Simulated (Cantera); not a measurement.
A closed system holds: 1 mol CH3OH, 0.11 mol H2O, 0.26 mol N2, equilibrated at 1275 K and 0.0100 bar.

Equilibrium computed with Cantera from the NASA thermochemical tables; the gas is ideal and each condensed phase is pure. Candidate condensed phases: C, C6H6, C7H8, C8H18, H2O; 136 gas species. Kinetics and transport are ignored.

Base state: H2 0.601, CO 0.289, N2 0.0772, H2O 0.0253, CO2 0.00733 (mole fractions); condensed: gas only.

**Question.** What changes in the equilibrium state with this change: H2O from 0.11 to 0.92 mol?

**Answer.** 
```
species   before   after
-------  -------  ------
H2         0.601   0.520
CO         0.289   0.198
H2O       0.0253   0.179
CO2      0.00733  0.0411
N2        0.0772  0.0622
```
